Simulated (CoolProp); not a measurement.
Saturation properties of methanol (Tc = 240.2 °C, pc = 8.216 MPa, ω = 0.565).

Values from CoolProp's reference Helmholtz-energy equation of state, de Reuck 1993.

```
T (°C)   p (MPa)  liquid density (kg/m³)  vapour density (kg/m³)  liquid cp (kJ/(kg K))  surface tension (mN/m)  liquid conductivity (mW/(m K))
------  --------  ----------------------  ----------------------  ---------------------  ----------------------  ------------------------------
-1.25   0.003747                   810.8                 0.05381                  2.395                    24.4                             205
3.35    0.004997                   806.5                 0.07068                  2.417                    24.0                             204
7.85    0.006556                   802.3                 0.09141                  2.439                    23.6                             203
12.45   0.008568                       …                  0.1178                  2.463                    23.2                             203
17.05    0.01109                   793.7                  0.1504                  2.488                    22.8                             202
21.65    0.01424                   789.4                  0.1904                  2.514                    22.4                             201
26.15    0.01802                   785.2                  0.2380                  2.542                    22.1                               …
30.75    0.02275                   780.8                       …                  2.571                    21.7                             199
35.35    0.02850                   776.5                  0.3671                  2.602                    21.3                             198
39.95    0.03544                       …                  0.4511                  2.634                    20.9                             197
44.45    0.04356                   767.9                  0.5484                  2.666                    20.5                             196
```

**Question.** What belongs in the gaps?

**Answer.** 
- 12.45, liquid density (kg/m³): 798.0
- 26.15, liquid conductivity (mW/(m K)): 200
- 30.75, vapour density (kg/m³): 0.2967
- 39.95, liquid density (kg/m³): 772.1

It boils at 64.5 °C under 1 atm.

Thermal conductivity comes from a separate model (Sykioti 2013). Surface tension comes from a separate correlation (Mulero 2012).
